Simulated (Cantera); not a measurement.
Standard-state values (1 bar) from the NASA 1993 polynomials, evaluated with Cantera. Values are per mole of reaction as written; species without (g) are pure solids or liquids, kept so even where they would boil at 1 bar. The tables' values for C2F4, SiF2 are old estimates.

2 C + 2 SiF2(g) ⇌ 2 Si(g) + C2F4(g)

```json
[
 {"T (K)": "300", "ΔH° (kJ)": "[?]", "ΔS° (J/K)": "[?]", "ΔG° (kJ)": "[?]", "log10 K": "[?]"},
 {"T (K)": "1425", "ΔH° (kJ)": "1427.6", "ΔS° (J/K)": "127.9", "ΔG° (kJ)": "1245.3", "log10 K": "-45.65"},
 {"T (K)": "1475", "ΔH° (kJ)": "1427.9", "ΔS° (J/K)": "128.1", "ΔG° (kJ)": "1238.9", "log10 K": "-43.87"},
 {"T (K)": "1525", "ΔH° (kJ)": "[?]", "ΔS° (J/K)": "[?]", "ΔG° (kJ)": "[?]", "log10 K": "[?]"},
 {"T (K)": "1575", "ΔH° (kJ)": "1428.7", "ΔS° (J/K)": "128.6", "ΔG° (kJ)": "1226.1", "log10 K": "-40.66"},
 {"T (K)": "1625", "ΔH° (kJ)": "[?]", "ΔS° (J/K)": "[?]", "ΔG° (kJ)": "[?]", "log10 K": "[?]"},
 {"T (K)": "1675", "ΔH° (kJ)": "[?]", "ΔS° (J/K)": "[?]", "ΔG° (kJ)": "[?]", "log10 K": "[?]"}
]
```

### Question
Complete the blanks.

### Answer

- 300, ΔH° (kJ): 1417.2
- 300, ΔS° (J/K): 111.5
- 300, ΔG° (kJ): 1383.8
- 300, log10 K: -240.93
- 1525, ΔH° (kJ): 1428.3
- 1525, ΔS° (J/K): 128.4
- 1525, ΔG° (kJ): 1232.5
- 1525, log10 K: -42.22
- 1625, ΔH° (kJ): 1429.0
- 1625, ΔS° (J/K): 128.9
- 1625, ΔG° (kJ): 1219.7
- 1625, log10 K: -39.20
- 1675, ΔH° (kJ): 1429.4
- 1675, ΔS° (J/K): 129.1
- 1675, ΔG° (kJ): 1213.2
- 1675, log10 K: -37.83
